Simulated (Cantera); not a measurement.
A closed system holds: 1 mol FeS, 0.36 mol H2, equilibrated at 13.3 mbar.

These are equilibrium values from Cantera (NASA tables, ideal gas, pure condensed phases), not measurements of a reactor. Candidate condensed phases: Fe, FeS, FeS2, S; 8 gas species. Metal and sulfide melt together well below either melting point, which pure phases cannot show. Mutual solubility and eutectic melting of coexisting phases are not modelled. FeS: taken at fixed stoichiometry. Gases not in the tables: S3 to S7. Equilibrium is a limit: real reactors are often held back by kinetics, nucleation or transport.

log p: log10 of the partial pressure in bar; n: condensed amount in mol.

```csv
T (°C),log p H2,log p H2S,log p S2,log p SH,log p H,log p Fe,log p S,n Fe(α),n FeS(s),n Fe(γ),n FeS(l)
752,-1.88,-4.75,-9.79,-8.82,-9.30,-13.31,?,0.000480,1.000,0,0
852,-1.88,-4.45,-8.36,-7.77,-8.29,-11.47,?,0.000967,0.999,0,0
952,-1.88,-4.19,-7.16,-6.89,-7.44,-9.95,?,0,0.998,0.00175,0
1052,-1.88,-3.98,-6.15,-6.15,-6.73,-8.66,?,0,0.997,0.00291,0
1152,-1.88,-3.80,-5.29,-5.51,-6.11,-7.55,?,0,0.995,0.00467,0
1252,-1.88,-3.69,-4.64,-5.01,-5.57,-6.60,?,0,0,0.00701,0.993
1352,-1.89,-3.63,-4.12,-4.60,-5.09,-5.76,?,0,0,0.0112,0.989
```

What belongs in the gaps?


- 752, log p S: -12.78
- 852, log p S: -11.09
- 952, log p S: -9.67
- 1052, log p S: -8.46
- 1152, log p S: -7.43
- 1252, log p S: -6.58
- 1352, log p S: -5.87
